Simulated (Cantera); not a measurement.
Input (Python, Cantera):

```python
import numpy as np
import cantera as ct

gas = ct.Solution("gri30.yaml", transport_model="multicomponent")
show = ['CO2', 'H2O', 'H2']

rows = []
print(f"{'T/K':>7s}{'rho':>11s}{'cp':>10s}{'mu':>11s}{'lambda':>11s}{'Pr':>7s}" + "".join(f"{'D_' + s:>11s}" for s in show))
for T in [400, 550, 700, 850, 1000, 1150, 1300, 1450]:
    gas.TPX = T, 1333, {'N2O': 0.23}
    Pr = gas.cp_mass * gas.viscosity / gas.thermal_conductivity
    D = [gas.mix_diff_coeffs_mole[gas.species_index(s)] for s in show]
    rows.append([gas.density, gas.cp_mass, gas.viscosity, gas.thermal_conductivity, Pr, *D])
    print(f"{T:7g}{gas.density:11.4e}{gas.cp_mass:10.1f}{gas.viscosity:11.4e}"
          f"{gas.thermal_conductivity:11.4e}{Pr:7.3f}" + "".join(f"{d:11.4e}" for d in D))
print("SI units: kg/m3, J/kg/K, Pa s, W/m/K, m2/s")
```

Result:

```
    T/K        rho        cp         mu     lambda     Pr      D_CO2      D_H2O       D_H2
    400 1.7641e-02     970.3 1.9459e-05 2.5299e-02  0.746 1.4602e-03 2.2200e-03 8.1984e-03
    550 1.2830e-02    1073.4 2.5486e-05 3.6724e-02  0.745 2.6294e-03 4.1188e-03 1.4118e-02
    700 1.0080e-02    1150.2 3.0799e-05 4.7670e-02  0.743 4.0518e-03 6.4817e-03 2.1199e-02
    850 8.3015e-03    1209.9 3.5602e-05 5.8097e-02  0.741 5.7006e-03 9.2552e-03 2.9345e-02
   1000 7.0563e-03    1254.7 4.0022e-05 6.7878e-02  0.740 7.5569e-03 1.2401e-02 3.8483e-02
   1150 6.1359e-03    1285.1 4.4145e-05 7.6847e-02  0.738 9.6067e-03 1.5890e-02 4.8559e-02
   1300 5.4279e-03    1311.4 4.8030e-05 8.5477e-02  0.737 1.1839e-02 1.9700e-02 5.9528e-02
   1450 4.8664e-03    1334.0 5.1721e-05 9.3781e-02  0.736 1.4245e-02 2.3813e-02 7.1354e-02
SI units: kg/m3, J/kg/K, Pa s, W/m/K, m2/s
```

Computed with Cantera and GRI-Mech 3.0 (53 species, 325 reactions). The composition is frozen, though it would react at the higher temperatures.
